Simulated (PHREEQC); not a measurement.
A solution holds 5.7e-05 mol CaSO4 and 0.028 mol Na2HPO4 per kg of water, at 25 °C. Closed to the air; pH follows from the charge balance.

Equilibrium calculation in PHREEQC: ion-association model, phreeqc.dat.

Each row changes one thing in this solution. No solid was allowed to form.

```json
[
 {"case": "as made", "pH": "9.20", "ionic strength (mol/kgw)": "0.0817", "Ca+2 (mol/kgw)": "3.84e-6", "CaOH+ (mol/kgw)": "5.32e-10"},
 {"case": "diluted 10-fold with water", "pH": "9.17", "ionic strength (mol/kgw)": "0.00835", "Ca+2 (mol/kgw)": "1.28e-6", "CaOH+ (mol/kgw)": "2.37e-10"},
 {"case": "Na2HPO4 from 0.028 to 0.28 mol/kgw", "pH": "8.92", "ionic strength (mol/kgw)": "0.748", "Ca+2 (mol/kgw)": "2.44e-6", "CaOH+ (mol/kgw)": "1.10e-10"},
 {"case": "Na2HPO4 left out", "pH": "7.00", "ionic strength (mol/kgw)": "0.000226", "Ca+2 (mol/kgw)": "5.65e-5", "CaOH+ (mol/kgw)": "8.87e-11"},
 {"case": "Na2HPO4 from 0.028 to 0.14 mol/kgw", "pH": "9.04", "ionic strength (mol/kgw)": "0.390", "Ca+2 (mol/kgw)": "2.72e-6", "CaOH+ (mol/kgw)": "1.84e-10"},
 {"case": "CaSO4 replaced by Ca(HCO3)2 at the same molality", "pH": "9.17", "ionic strength (mol/kgw)": "0.0817", "Ca+2 (mol/kgw)": "4.07e-6", "CaOH+ (mol/kgw)": "5.23e-10"},
 {"case": "diluted 100-fold with water", "pH": "8.79", "ionic strength (mol/kgw)": "0.000835", "Ca+2 (mol/kgw)": "4.42e-7", "CaOH+ (mol/kgw)": "4.07e-11"},
 {"case": "CaSO4 from 5.7e-05 to 1.14e-05 mol/kgw", "pH": "9.27", "ionic strength (mol/kgw)": "0.0818", "Ca+2 (mol/kgw)": "6.78e-7", "CaOH+ (mol/kgw)": "1.10e-10"},
 {"case": "CaSO4 replaced by Ca(NO3)2 at the same molality", "pH": "9.20", "ionic strength (mol/kgw)": "0.0817", "Ca+2 (mol/kgw)": "3.84e-6", "CaOH+ (mol/kgw)": "5.32e-10"}
]
```

The ionic strength passes 0.7 mol/kgw, the rough limit of the ion-association models, in Na2HPO4 from 0.028 to 0.28 mol/kgw. Some of these states are supersaturated (in Hydroxyapatite, for instance).
